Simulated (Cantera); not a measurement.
What does this Cantera script print?

```python
import numpy as np
import cantera as ct

gas = ct.Solution("gri30.yaml")
gas.TPX = 1100, 13332, {'C2H6': 1, 'N2': 45}
reactor = ct.IdealGasConstPressureReactor(gas, energy="off", clone=False)
net = ct.ReactorNet([reactor])
net.rtol, net.atol = 1e-08, 1e-18
show = ['C2H6', 'H2', 'C2H4', 'C2H2', 'HCN', 'H', 'CH3']
times = np.geomspace(0.0002, 60, 10)

steps = ct.SolutionArray(gas, extra=["t"])
rows = []
print(f"{'t/s':>10s}{'T/K':>9s}{'P/Pa':>11s}" + "".join(f"{s:>11s}" for s in show))
for t in times:
    while net.time < t:
        t_next = net.step()
        steps.append(gas.state, t=t_next)
    rows.append([np.interp(t, steps.t, y) for y in (steps.T, steps.P, *steps(*show).X.T)])
    print(f"{t:10.3e}{rows[-1][0]:9.1f}{rows[-1][1]:11.4g}" + "".join(f"{x:11.3e}" for x in rows[-1][2:]))
rate = np.gradient(steps.T, steps.t)
print("integrator steps:", len(steps.t))
if steps.T.max() > steps.T[0] + 200:
    print(f"time of steepest temperature rise: {steps.t[rate.argmax()]:.4e} s")
gas.TPX = 1100, 13332, {'C2H6': 1, 'N2': 45}
gas.equilibrate("TP")
print(f"equilibrium (TP): T = {gas.T:.1f} K  " + "  ".join(f"{s} {gas[s].X[0]:.3e}" for s in show))
```

Result:

```
       t/s      T/K       P/Pa       C2H6         H2       C2H4       C2H2        HCN          H        CH3
 2.000e-04   1100.0  1.333e+04  2.174e-02  2.135e-09  2.570e-09  5.763e-17  9.067e-22  4.749e-10  1.790e-07
 8.121e-04   1100.0  1.333e+04  2.174e-02  1.520e-07  1.598e-07  8.761e-14  2.639e-18  7.958e-09  6.598e-07
 3.297e-03   1100.0  1.333e+04  2.173e-02  8.436e-06  8.562e-06  2.043e-10  1.219e-14  9.894e-08  1.880e-06
 1.339e-02   1100.0  1.333e+04  2.151e-02  2.108e-04  2.145e-04  1.314e-07  2.186e-12  4.140e-07  4.843e-06
 5.436e-02   1100.0  1.333e+04  2.001e-02  1.589e-03  1.616e-03  8.008e-06  9.842e-12  5.334e-07  6.303e-06
 2.207e-01   1100.0  1.333e+04  1.434e-02  6.900e-03  6.798e-03  1.616e-04  1.654e-11  6.359e-07  5.178e-06
 8.963e-01   1100.0  1.333e+04  2.829e-03  1.881e-02  1.586e-02  1.850e-03  2.194e-11  7.404e-07  1.985e-06
 3.639e+00   1100.0  1.333e+04  1.095e-04  2.471e-02  1.462e-02  5.513e-03  2.278e-11  2.238e-07  3.164e-07
 1.478e+01   1100.0  1.333e+04  2.361e-05  2.810e-02  1.116e-02  8.957e-03  2.276e-11  1.141e-07  1.436e-07
 6.000e+01   1100.0  1.333e+04  1.482e-05  3.262e-02  6.290e-03  1.368e-02  2.273e-11  1.045e-07  1.209e-07
integrator steps: 1116
equilibrium (TP): T = 1100.0 K  C2H6 1.870e-06  H2 2.485e-02  C2H4 1.008e-03  C2H2 4.593e-03  HCN 2.009e-02  H 1.124e-08  CH3 8.986e-08
```

Computed with Cantera and GRI-Mech 3.0 (53 species, 325 reactions). GRI-Mech 3.0 stops at C3 and has no aromatics, soot or wall deposition, so with more carbon than oxygen in the feed, carbon stays in small species such as C2H2 where larger ones or solid carbon would form.
